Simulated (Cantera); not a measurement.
Input: 1 mol NF3, 0.08 mol H2, held at 0.100 bar.

Method: chemical equilibrium by Gibbs-energy minimisation in Cantera with the NASA 1993 tables (ideal gas, pure condensed phases). Rates play no part.

### Question
At 2423 K, list the 4 most abundant gas species with their mole fractions, and the condensed phases.

### Answer
F 0.811, N2 0.143, HF 0.0457, F2 5.19e-5. Condensed: gas only.
